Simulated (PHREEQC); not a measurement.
Make-up at 20 °C: 0.17 mol/kgw HF and 0.02 mol/kgw H2SiF6. Closed to the air; pH follows from the charge balance.

Model: ion-association model, wateq4f.dat, run in PHREEQC.

Question: The ionic strength comes out as 0.0635 mol/kgw. What activity coefficients do HF2-, H+, SiF6-2, F- get?

Answer: HF2- 0.80, H+ 0.85, SiF6-2 0.44, F- 0.80.

No solid was allowed to form. Species that the database lacks are ignored. wateq4f.dat counts part of the HF as a dimer, H2F2, which phreeqc.dat doesn't know; its constant is uncertain. SiF6-2 is the database's only silicon fluoride.
